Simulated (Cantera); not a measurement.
Charge: 1 mol trisilylamine, 4.9 mol N₂, at 1398 K and 100000 Pa.

These are equilibrium values from Cantera (NASA tables, ideal gas, pure condensed phases), not measurements of a reactor. Candidate condensed phases: Si, Si₃N₄; 18 gas species. The feed counts by its element totals alone. Equilibrium is a limit: real reactors are often held back by kinetics, nucleation or transport.

Base state: H₂ 0.570, N₂ 0.430, NH₃ 2.43e-5 (mole fractions); condensed: Si₃N₄(s).

Q: What changes in the equilibrium state with this change: trisilylamine replaced by SiF₄?

A: 
| species | before | after |
|---|---|---|
| N₂ | 0.430 | 0.831 |
| SiF₄ | 0 | 0.169 |
| H₂ | 0.570 | 0 |
| NH₃ | 2.43e-5 | 0 |
| Si₃N₄(s), mol | 1.00 | 0 |
